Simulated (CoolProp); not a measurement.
Vapour-liquid equilibrium of R134a (1) + R152A (2) at 247.4 K; x and y are mole fractions of (1).

Computed with CoolProp (multi-fluid Helmholtz-energy mixture model, Tillner-Roth 1994 and Outcalt 1996; pair parameters Lemmon 2004).

Q: Give the bubble pressure and the first vapour's composition at x = 0.05, 0.65, 0.95. Is there an azeotrope?

A: x = 0.05: 93.48 kPa, y = 0.047; x = 0.65: 96.10 kPa, y = 0.681; x = 0.95: 101.7 kPa, y = 0.960. y crosses x between x = 0.15 and 0.25: the model has an azeotrope there.

The pair parameters rest on a limited set of measurements; away from them the model extrapolates.
